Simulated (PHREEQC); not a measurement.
Consider water at 20 °C with 0.004 mol H2SO4 and 0.0073 mol KNO3 per kg of water. It is in equilibrium with CO2 at log p = -1 (atm). Otherwise closed; pH follows from the charge balance.

All values are PHREEQC results (ion-association model, phreeqc.dat), not measurements.

| quantity | before | after |
|---|---|---|
| pH | 2.21 | 2.21 |
| ionic strength (mol/kgw) | 0.0170 | 0.0206 |
| SO4-2 (mol/kgw) | 0.00285 | 0.00285 |
| HSO4- (mol/kgw) | 0.00107 | 0.00103 |
| KSO4- (mol/kgw) | 7.95e-5 | 0.000114 |
| HCO3- (mol/kgw) | 2.96e-7 | 2.99e-7 |

Question: Name the change that produced these shifts.
A) KNO3 from 0.0073 to 0.0109 mol/kgw
B) temperature from 20 to 75 °C
C) H2SO4 from 0.004 to 0.002 mol/kgw
D) 0.00052 mol/kgw HCl added
E) 0.0055 mol/kgw HF added

Answer: A, KNO3 from 0.0073 to 0.0109 mol/kgw

Precipitation was switched off in this run.
